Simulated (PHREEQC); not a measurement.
A column of 0.1 m (30 cells, dispersivity 0.0035 m, 60 s a shift, diffusion coefficient 3e-10 m²/s) holds 0.015 eq of the database's cation exchanger X per kg of pore water, first in equilibrium with 0.0022 mol/kgw MnCl2 and 1e-05 mol/kgw HCl. It is flushed with 0.013 mol/kgw KBr, 0.0028 mol/kgw KCl and 1e-05 mol/kgw HCl, at 25 °C. Values are for the last cell. The system is closed to CO2. Nothing may precipitate in this run.

Base run: PHREEQC, ion-association model, phreeqc.dat. Each further column changes one thing. The table gives K in solution (mol/kgw).

```
pore volumes     base  exchange capacity from 0.015 to 0.0075 eq/kgw  dispersivity from 0.0035 to 0.007 m
------------  -------  ---------------------------------------------  -----------------------------------
0                   0                                              0                                    0
0.6833        1.08e-5                                       0.000121                             0.000174
1.35          0.00490                                        0.00860                              0.00582
2.017          0.0109                                         0.0136                               0.0109
2.683          0.0133                                         0.0149                               0.0131
3.35           0.0144                                         0.0154                               0.0142
4.017          0.0149                                         0.0156                               0.0148
```
